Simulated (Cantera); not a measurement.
# Diamond growth

A diamond (100) surface in a fixed gas of H2 with x(CH4) = 0.0071, x(H) = 0.0042, x(CH3) = 5.7e-05, 15.8 Torr; coverages are run to steady state.

Model: the Harris–Goodwin 1993 mechanism for the reconstructed diamond (100) surface, integrated in Cantera.

| T (K) | growth (µm/h) | θ c6HH | θ c6H* | θ c6*H | θ c6** | θ c6HM |
|---|---|---|---|---|---|---|
| 925 | 0.422 | 0.659 | 0.0121 | 0.311 | 0.00535 | 0.00995 |
| 975 | 0.527 | 0.614 | 0.0160 | 0.352 | 0.00796 | 0.00768 |
| 1025 | 0.587 | 0.571 | 0.0204 | 0.390 | 0.0113 | 0.00551 |
| 1075 | 0.540 | 0.531 | 0.0252 | 0.424 | 0.0154 | 0.00335 |
| 1125 | 0.398 | 0.493 | 0.0303 | 0.453 | 0.0203 | 0.00162 |
| 1175 | 0.266 | 0.459 | 0.0356 | 0.478 | 0.0258 | 0.000655 |
| 1225 | 0.198 | 0.428 | 0.0409 | 0.498 | 0.0319 | 0.000245 |
| 1275 | 0.180 | 0.401 | 0.0462 | 0.515 | 0.0383 | 9.08e-5 |
| 1325 | 0.181 | 0.376 | 0.0514 | 0.527 | 0.0450 | 3.38e-5 |
| 1375 | 0.168 | 0.355 | 0.0565 | 0.536 | 0.0518 | 1.25e-5 |
θ: site fractions in the mechanism's names (c6HH fully hydrogenated, c6H* and c6*H radical sites, c6** diradical, c6HM methylated).
